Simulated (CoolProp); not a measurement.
Computed with CoolProp (reference Helmholtz-energy equation of state, Lemmon 2006). It is a short technical equation, of lower accuracy than the large ones.

### Question
Give the vapour pressure (bar), liquid density (kg/m³), vapour Z, surface tension (mN/m) of saturated nitrous oxide at -34.35 °C.

### Answer
```tsv
T (°C)	p (bar)	liquid density (kg/m³)	vapour Z	surface tension (mN/m)
-34.35	11.4	1050	0.857	12.0
```

Surface tension comes from a separate correlation (Mulero 2012).
